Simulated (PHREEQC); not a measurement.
NH3 is added in steps, without added water, to 1 kg of water holding 0.086 mol NaHSO4, 0.00045 mol NaF and 0.00096 mol LiCl, at 65 °C. Oxygen alone is held at its pressure in air (log pO2 = -0.68). No CO2 enters from the air. Nothing may precipitate in this run.

Base run: PHREEQC, ion-association model, phreeqc.dat. Each further column changes one thing. The table gives HF (mol/kgw).

```json
[
 {"NH3 added (mol)": "0", "base": "0.000441", "NaF from 0.00045 to 0.00225 mol/kgw": "0.00220", "diluted 2-fold with water": "(withheld)", "0.0022 mol/kgw NaHCO3 added": "0.000441", "solids may form": "0.000441"},
 {"NH3 added (mol)": "0.04125", "base": "0.000426", "NaF from 0.00045 to 0.00225 mol/kgw": "0.00212", "diluted 2-fold with water": "(withheld)", "0.0022 mol/kgw NaHCO3 added": "0.000424", "solids may form": "0.000426"},
 {"NH3 added (mol)": "0.06875", "base": "0.000379", "NaF from 0.00045 to 0.00225 mol/kgw": "0.00186", "diluted 2-fold with water": "3.60e-9", "0.0022 mol/kgw NaHCO3 added": "0.000369", "solids may form": "0.000379"},
 {"NH3 added (mol)": "0.11", "base": "1.18e-8", "NaF from 0.00045 to 0.00225 mol/kgw": "5.89e-8", "diluted 2-fold with water": "1.38e-9", "0.0022 mol/kgw NaHCO3 added": "1.18e-8", "solids may form": "1.18e-8"},
 {"NH3 added (mol)": "0.1512", "base": "4.35e-9", "NaF from 0.00045 to 0.00225 mol/kgw": "2.17e-8", "diluted 2-fold with water": "(withheld)", "0.0022 mol/kgw NaHCO3 added": "4.36e-9", "solids may form": "4.35e-9"},
 {"NH3 added (mol)": "0.1787", "base": "3.06e-9", "NaF from 0.00045 to 0.00225 mol/kgw": "1.53e-8", "diluted 2-fold with water": "6.84e-10", "0.0022 mol/kgw NaHCO3 added": "3.07e-9", "solids may form": "3.06e-9"},
 {"NH3 added (mol)": "0.22", "base": "2.12e-9", "NaF from 0.00045 to 0.00225 mol/kgw": "1.06e-8", "diluted 2-fold with water": "5.25e-10", "0.0022 mol/kgw NaHCO3 added": "2.13e-9", "solids may form": "2.12e-9"},
 {"NH3 added (mol)": "0.2612", "base": "1.62e-9", "NaF from 0.00045 to 0.00225 mol/kgw": "8.08e-9", "diluted 2-fold with water": "4.26e-10", "0.0022 mol/kgw NaHCO3 added": "1.63e-9", "solids may form": "1.62e-9"},
 {"NH3 added (mol)": "0.2888", "base": "1.40e-9", "NaF from 0.00045 to 0.00225 mol/kgw": "6.98e-9", "diluted 2-fold with water": "(withheld)", "0.0022 mol/kgw NaHCO3 added": "1.41e-9", "solids may form": "1.40e-9"},
 {"NH3 added (mol)": "0.33", "base": "1.16e-9", "NaF from 0.00045 to 0.00225 mol/kgw": "5.81e-9", "diluted 2-fold with water": "(withheld)", "0.0022 mol/kgw NaHCO3 added": "1.17e-9", "solids may form": "1.16e-9"},
 {"NH3 added (mol)": "0.3713", "base": "9.96e-10", "NaF from 0.00045 to 0.00225 mol/kgw": "4.97e-9", "diluted 2-fold with water": "2.84e-10", "0.0022 mol/kgw NaHCO3 added": "1.00e-9", "solids may form": "9.96e-10"},
 {"NH3 added (mol)": "0.3987", "base": "9.08e-10", "NaF from 0.00045 to 0.00225 mol/kgw": "4.53e-9", "diluted 2-fold with water": "2.62e-10", "0.0022 mol/kgw NaHCO3 added": "9.17e-10", "solids may form": "9.08e-10"},
 {"NH3 added (mol)": "0.44", "base": "8.03e-10", "NaF from 0.00045 to 0.00225 mol/kgw": "4.00e-9", "diluted 2-fold with water": "(withheld)", "0.0022 mol/kgw NaHCO3 added": "8.11e-10", "solids may form": "8.03e-10"}
]
```

Question: Complete the blanks.

Answer: 
- 0, diluted 2-fold with water: 0.000218
- 0.04125, diluted 2-fold with water: 9.58e-5
- 0.1512, diluted 2-fold with water: 8.57e-10
- 0.2888, diluted 2-fold with water: 3.78e-10
- 0.33, diluted 2-fold with water: 3.24e-10
- 0.44, diluted 2-fold with water: 2.35e-10

Away from 25 °C the constants follow the database's enthalpies or fits; those with neither stay at their 25 °C values. Solids allowed in the column 'solids may form': Halite.
